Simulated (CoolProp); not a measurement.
Properties of dodecamethylpentasiloxane (MD3M) along the isotherm 620 K.

Computed with CoolProp (reference Helmholtz-energy equation of state, Thol 2019).

```csv
p (bar),phase,cp (kJ/(kg K)),cv (kJ/(kg K)),speed of sound (m/s),Joule-Thomson coefficient (K/MPa)
0.0151,gas,2.103,2.081,116.3,10.75
0.0244,gas,2.103,2.081,116.2,10.76
0.0394,gas,2.103,2.081,116.2,10.77
0.0636,gas,2.103,2.081,116.0,10.78
0.103,gas,2.104,2.082,115.9,10.81
0.166,gas,2.104,2.082,115.6,10.85
0.268,gas,2.106,2.082,115.1,10.93
0.433,gas,2.107,2.083,114.3,11.05
0.7,gas,2.111,2.085,113.1,11.25
1.13,gas,2.116,2.087,111.0,11.59
1.83,gas,2.127,2.091,107.4,12.22
2.95,gas,2.148,2.099,101.2,13.46
4.77,gas,2.203,2.115,89.27,16.46
```
